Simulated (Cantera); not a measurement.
NaOH + CO₂ (calcination and drying)

Feed: 1 mol NaOH, 5.4 mol CO₂, held at 0.250 bar.

Method: chemical equilibrium by Gibbs-energy minimisation in Cantera with the NASA 1993 tables (ideal gas, pure condensed phases). Candidate condensed phases: C, C₆H₆, C₇H₈, C₈H₁₈, H₂O, Na, NaOH, NaO₂, Na₂CO₃, Na₂O, Na₂O₂; 117 gas species. Kinetics and transport are ignored.

From 1525 K to 1750 K the condensed part is Na₂CO₃(l). From 1825 K to 2200 K nothing is condensed. The main Na-bearing gas is NaOH at 1525 K and Na at 2200 K.

```
T (K)  x CO₂     x Na  x NaOH   x H₂O      x O₂      x CO  n Na₂CO₃(l)
-----  -----  -------  ------  ------  --------  --------  -----------
1525   0.900  0.00130  0.0137  0.0842  0.000589  0.000525        0.459
1600   0.888  0.00486  0.0317  0.0729   0.00164  0.000874        0.397
1675   0.863   0.0158  0.0621  0.0531   0.00455   0.00131        0.268
1750   0.815   0.0459  0.0966  0.0276    0.0122   0.00178       0.0295
1825   0.800   0.0606  0.0874  0.0305    0.0165   0.00331            0
1900   0.789   0.0717  0.0747  0.0359    0.0206   0.00604            0
1975   0.776   0.0820  0.0626  0.0409    0.0252    0.0105            0
2050   0.761   0.0910  0.0517  0.0451    0.0307    0.0173            0
2125   0.741   0.0986  0.0423  0.0484    0.0372    0.0271            0
2200   0.718    0.105  0.0342  0.0507    0.0451    0.0407            0
```
x: gas mole fraction; n: condensed amount in mol.
